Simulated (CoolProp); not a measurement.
Vapour-liquid equilibrium of methane (1) + ethylene (2) at 134.8 K; x and y are mole fractions of (1).

Computed with CoolProp (multi-fluid Helmholtz-energy mixture model, Setzmann 1991 and Smukala 2000; pair parameters Bell 2016).

```
x      bubble pressure, mixture model (MPa)  bubble pressure, Raoult's law (MPa)  y, mixture model  y, Raoult's law
-----  ------------------------------------  -----------------------------------  ----------------  ---------------
0.05                                0.04466                              0.03113             0.843            0.779
0.125                               0.09704                              0.06696             0.931            0.905
0.2                                  0.1444                               0.1028             0.956            0.944
0.275                                0.1867                               0.1386             0.968            0.962
0.35                                      ?                               0.1744             0.975            0.973
0.425                                0.2576                               0.2103             0.980            0.980
0.5                                  0.2878                               0.2461             0.983            0.985
0.575                                     ?                               0.2819                 ?            0.989
0.65                                 0.3424                               0.3177             0.988            0.992
0.725                                0.3689                               0.3536             0.991            0.994
0.8                                       ?                               0.3894                 ?            0.996
0.875                                0.4263                               0.4252             0.995            0.998
0.95                                 0.4598                               0.4610             0.998            0.999
```

Task: Some entries are withheld; supply them.

Result: 
- 0.35, bubble pressure, mixture model (MPa): 0.2242
- 0.575, bubble pressure, mixture model (MPa): 0.3157
- 0.575, y, mixture model: 0.986
- 0.8, bubble pressure, mixture model (MPa): 0.3964
- 0.8, y, mixture model: 0.993

The largest gap from Raoult's law is +44.9 % in bubble pressure, at x = 0.125. No azeotrope shows between x = 0.05 and 0.95.

The pair parameters rest on a limited set of measurements; away from them the model extrapolates.
